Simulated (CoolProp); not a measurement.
Normal hydrogen along the isotherm 37.7 K: fugacity coefficient from the reference equation and from simpler models built on Tc = 33.1 K, pc = 1.296 MPa, ω = -0.219; each cubic takes its own stable root.

The numbers come from the reference Helmholtz-energy equation of state, Leachman 2009 in CoolProp.

```json
[
 {"p (MPa)": "0.499", "phase": "gas", "reference": "0.9128", "van der Waals": "0.9176", "Redlich-Kwong": "0.9122", "Soave-Redlich-Kwong": "0.9064"},
 {"p (MPa)": "0.997", "phase": "gas", "reference": "0.8280", "van der Waals": "0.8364", "Redlich-Kwong": "0.8284", "Soave-Redlich-Kwong": "0.8168"},
 {"p (MPa)": "1.5", "phase": "supercritical", "reference": "0.7437", "van der Waals": "0.7541", "Redlich-Kwong": "0.7474", "Soave-Redlich-Kwong": "?"},
 {"p (MPa)": "1.99", "phase": "supercritical", "reference": "0.6617", "van der Waals": "0.6727", "Redlich-Kwong": "0.6722", "Soave-Redlich-Kwong": "?"},
 {"p (MPa)": "2.49", "phase": "supercritical", "reference": "0.5843", "van der Waals": "0.5996", "Redlich-Kwong": "0.6037", "Soave-Redlich-Kwong": "0.5717"},
 {"p (MPa)": "2.99", "phase": "supercritical", "reference": "0.5251", "van der Waals": "0.5465", "Redlich-Kwong": "0.5494", "Soave-Redlich-Kwong": "0.5157"},
 {"p (MPa)": "3.49", "phase": "supercritical", "reference": "0.4815", "van der Waals": "?", "Redlich-Kwong": "0.5082", "Soave-Redlich-Kwong": "0.4743"},
 {"p (MPa)": "3.99", "phase": "supercritical", "reference": "0.4488", "van der Waals": "0.4807", "Redlich-Kwong": "0.4767", "Soave-Redlich-Kwong": "?"},
 {"p (MPa)": "4.49", "phase": "supercritical", "reference": "0.4238", "van der Waals": "0.4602", "Redlich-Kwong": "0.4522", "Soave-Redlich-Kwong": "0.4190"},
 {"p (MPa)": "4.99", "phase": "supercritical", "reference": "0.4044", "van der Waals": "0.4451", "Redlich-Kwong": "0.4331", "Soave-Redlich-Kwong": "0.4001"},
 {"p (MPa)": "5.48", "phase": "supercritical", "reference": "0.3893", "van der Waals": "0.4341", "Redlich-Kwong": "0.4182", "Soave-Redlich-Kwong": "0.3855"},
 {"p (MPa)": "5.98", "phase": "supercritical", "reference": "0.3772", "van der Waals": "0.4261", "Redlich-Kwong": "0.4060", "Soave-Redlich-Kwong": "0.3735"},
 {"p (MPa)": "6.48", "phase": "supercritical", "reference": "0.3675", "van der Waals": "0.4205", "Redlich-Kwong": "0.3963", "Soave-Redlich-Kwong": "0.3640"}
]
```

**Question.** Complete the blanks.

**Answer.** 
- 1.5, Soave-Redlich-Kwong: 0.7292
- 1.99, Soave-Redlich-Kwong: 0.6462
- 3.49, van der Waals: 0.5085
- 3.99, Soave-Redlich-Kwong: 0.4430
